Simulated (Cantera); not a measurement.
Cantera with NASA thermochemical tables; ideal gases at 1 bar, condensed phases pure. Values are per mole of reaction as written; species without (g) are pure solids or liquids, kept so even where they would boil at 1 bar. TaC: taken at fixed stoichiometry.

**Question.** Between 300 and 600 K, where is each reaction favourable under standard conditions?
- 4 Ta + 3 C2H2(g) ⇌ 4 TaC + 2 CH3(g)
- 2 TaC + 4 H2O2(g) ⇌ O(g) + 2 CH3OH(g) + Ta2O5

**Answer.** 
- 4 Ta + 3 C2H2(g) ⇌ 4 TaC + 2 CH3(g): ΔG° is -904 kJ at 300 K and -840 kJ at 600 K; it stays negative (K > 1). ΔH° is -968 kJ and ΔS° -214 J/K at 600 K.
- 2 TaC + 4 H2O2(g) ⇌ O(g) + 2 CH3OH(g) + Ta2O5: ΔG° is -1294 kJ at 300 K and -1222 kJ at 600 K; it stays negative (K > 1). ΔH° is -1363 kJ and ΔS° -235 J/K at 600 K.
